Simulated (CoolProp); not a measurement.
A single-stage vapour-compression cycle with R134a: evaporating at 219.15 K (dew point), condensing at 288.15 K (bubble point), superheat 0 K, subcooling 5 K, compressor efficiency 0.75, no pressure losses. Each further row changes one setting.

The numbers come from the reference Helmholtz-energy equation of state, Tillner-Roth 1994 in CoolProp.

```
case                              cooling COP  pressure ratio  discharge temperature (K)  refrigerating effect (kJ/kg)  volumetric capacity (kJ/m³)
--------------------------------  -----------  --------------  -------------------------  ----------------------------  ---------------------------
as stated                                1.82            21.0                      331.5                           152                          200
evaporating temperature 224.15 K         2.06             [?]                      326.3                           155                          269
condensing temperature 283.15 K          2.03            17.9                      325.0                           158                          209
subcooling 10 K                           [?]            21.0                      331.5                           158                          209
superheat 10 K                           1.82            21.0                        [?]                           159                          200
compressor efficiency 0.65               1.58            21.0                      344.8                           152                          200
```

### Question
Some entries are withheld; supply them.

### Answer

- evaporating temperature 224.15 K, pressure ratio: 15.6
- subcooling 10 K, cooling COP: 1.91
- superheat 10 K, discharge temperature (K): 343.0
